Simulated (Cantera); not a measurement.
Input (Python, Cantera) and output of one run.

```python
import numpy as np
import cantera as ct

gas_names = """
    CL CL2 H HCL H2 Si SiCL SiCL2 SiCL3 SiCL4 SiH SiHCL3 SiH2 SiH2CL2 SiH3 SiH3CL SiH4 Si2 Si3
""".split()
cond_names = """
    Si(cr) Si(L)
""".split()


# ... load() reads the species with a 1 bar reference pressure and builds the phases ...
atoms = {
    'SiHCl3': {'Si': 1, 'H': 1, 'CL': 3},
    'H2': {'H': 2},
    'Cl2': {'CL': 2},
}
top_T = {}  # K; cautious upper limits of use, not melting points


# ... equilibrate(T, P, feed) seeds the gas with the atoms and calls Mixture.equilibrate('TP', solver="vcs", rtol=1e-11, max_steps=5000) ...
results = []
feed = {'SiHCl3': 1, 'H2': 370, 'Cl2': 0.046}  # mol
P = 990  # Pa
for T in [825, 900, 975, 1050, 1125, 1200, 1275, 1350, 1425, 1500, 1575, 1650, 1725]:
    mix = equilibrate(T, P, feed)
    results.append((T, P, feed, dict(zip(mix.species_names, mix.species_moles))))
    x = sorted(zip(gas.X, gas.species_names), reverse=True)
    print(f"T = {T:g} K  P = {P:g} Pa  gas = {mix.phase_moles(0):.4g} mol")
    print("   x: " + "  ".join(f"{s} {v:.3e}" for v, s in x if v > 1e-06))
    print("   condensed (mol): " + ("  ".join(f"{mix.phase(i).name} {mix.phase_moles(i):.4g}"
          for i in range(1, mix.n_phases) if mix.phase_moles(i) > 1e-12) or "none"))
```

Output:

```
T = 825 K  P = 990 Pa  gas = 371.4 mol
   x: H2 9.962e-01  HCL 2.018e-03  SiCL4 1.065e-03  SiHCL3 6.499e-04  SiH2CL2 3.348e-05  SiCL3 7.393e-06  SiCL2 4.526e-06
   condensed (mol): Si(cr) 0.3462
T = 900 K  P = 990 Pa  gas = 371.6 mol
   x: H2 9.946e-01  HCL 4.231e-03  SiCL4 6.546e-04  SiHCL3 4.371e-04  SiH2CL2 2.769e-05  SiCL2 2.445e-05  SiCL3 1.832e-05
   condensed (mol): Si(cr) 0.5679
T = 975 K  P = 990 Pa  gas = 371.9 mol
   x: H2 9.928e-01  HCL 6.639e-03  SiCL4 2.175e-04  SiHCL3 1.860e-04  SiCL2 7.167e-05  SiCL3 2.346e-05  SiH2CL2 1.665e-05
   condensed (mol): Si(cr) 0.8082
T = 1050 K  P = 990 Pa  gas = 372 mol
   x: H2 9.920e-01  HCL 7.757e-03  SiCL2 1.134e-04  SiHCL3 4.498e-05  SiCL4 3.388e-05  SiCL3 1.456e-05  SiH2CL2 6.807e-06
   condensed (mol): Si(cr) 0.9204
T = 1125 K  P = 990 Pa  gas = 372 mol
   x: H2 9.919e-01  HCL 7.967e-03  SiCL2 1.356e-04  SiHCL3 9.547e-06  SiCL3 6.975e-06  SiCL4 4.415e-06  SiH2CL2 2.533e-06
   condensed (mol): Si(cr) 0.9407
T = 1200 K  P = 990 Pa  gas = 372 mol
   x: H2 9.919e-01  HCL 7.985e-03  SiCL2 1.518e-04  SiCL3 3.445e-06  SiHCL3 2.317e-06  H 1.975e-06  SiH2CL2 1.025e-06
   condensed (mol): Si(cr) 0.9407
T = 1275 K  P = 990 Pa  gas = 372 mol
   x: H2 9.919e-01  HCL 7.970e-03  SiCL2 1.660e-04  H 7.378e-06  SiCL3 1.829e-06
   condensed (mol): Si(cr) 0.937
T = 1350 K  P = 990 Pa  gas = 372.1 mol
   x: H2 9.918e-01  HCL 7.948e-03  SiCL2 1.791e-04  H 2.385e-05  SiCL3 1.040e-06
   condensed (mol): Si(cr) 0.9327
T = 1425 K  P = 990 Pa  gas = 372.1 mol
   x: H2 9.918e-01  HCL 7.925e-03  SiCL2 1.911e-04  H 6.828e-05
   condensed (mol): Si(cr) 0.9282
T = 1500 K  P = 990 Pa  gas = 372.1 mol
   x: H2 9.917e-01  HCL 7.902e-03  SiCL2 2.022e-04  H 1.762e-04  SiH2 1.486e-06  CL 1.132e-06  Si 1.063e-06
   condensed (mol): Si(cr) 0.9232
T = 1575 K  P = 990 Pa  gas = 372.1 mol
   x: H2 9.915e-01  HCL 7.879e-03  H 4.159e-04  SiCL2 2.123e-04  Si 5.799e-06  SiH2 3.724e-06  CL 2.626e-06  SiCL 1.813e-06  SiH 1.373e-06
   condensed (mol): Si(cr) 0.9161
T = 1650 K  P = 990 Pa  gas = 372.2 mol
   x: H2 9.910e-01  HCL 7.853e-03  H 9.089e-04  SiCL2 2.213e-04  Si 2.706e-05  SiH2 8.579e-06  CL 5.647e-06  SiH 4.896e-06  SiCL 4.849e-06
   condensed (mol): Si(cr) 0.9005
T = 1725 K  P = 990 Pa  gas = 372.4 mol
   x: H2 9.899e-01  HCL 7.850e-03  H 1.857e-03  SiCL2 2.146e-04  Si 1.025e-04  SiH2 1.707e-05  SiH 1.451e-05  CL 1.140e-05  SiCL 1.108e-05
   condensed (mol): Si(L) 0.8654
```

Method: chemical equilibrium by Gibbs-energy minimisation in Cantera with the NASA 1993 tables (ideal gas, pure condensed phases). The tables' values for SiCl3, SiCl are old estimates; treat these amounts as uncertain. Gases not in the tables: Si2H6 and higher silanes.
